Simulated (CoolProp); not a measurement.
Neopentane at 298.15 K and 0.0316 MPa is throttled through a valve to 0.0141 MPa with no heat exchange. Each further row changes one setting.

The numbers come from the reference Helmholtz-energy equation of state, Lemmon 2006 in CoolProp. It is a short technical equation, of lower accuracy than the large ones.

| case | temperature change (K) | final density (kg/m³) |
|---|---|---|
| as stated | -0.4 | ? |
| outlet pressure 0.00423 MPa | ? | ? |
| outlet pressure 0.0183 MPa | -0.3 | 0.537 |

**Question.** Complete the blanks.

**Answer.** 
- as stated, final density (kg/m³): 0.413
- outlet pressure 0.00423 MPa, temperature change (K): -0.7
- outlet pressure 0.00423 MPa, final density (kg/m³): 0.124
